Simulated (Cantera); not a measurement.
Input: 1 mol Si(CH3)4, 0.012 mol CH4, 1.6 mol H2, held at 0.00270 bar.

Method: chemical equilibrium by Gibbs-energy minimisation in Cantera with the NASA 1993 tables (ideal gas, pure condensed phases). Candidate condensed phases: C, C6H6, C7H8, C8H18, Si, SiC; 87 gas species. Rates play no part.

Question: At 1950 K, list the 5 most abundant gas species with their mole fractions, and the condensed phases.

Answer: H2 0.977, H 0.0218, C2H2 (acetylene) 0.000534, Si 0.000400, SiH 1.57e-5. Condensed: C(graphite) + SiC(s).
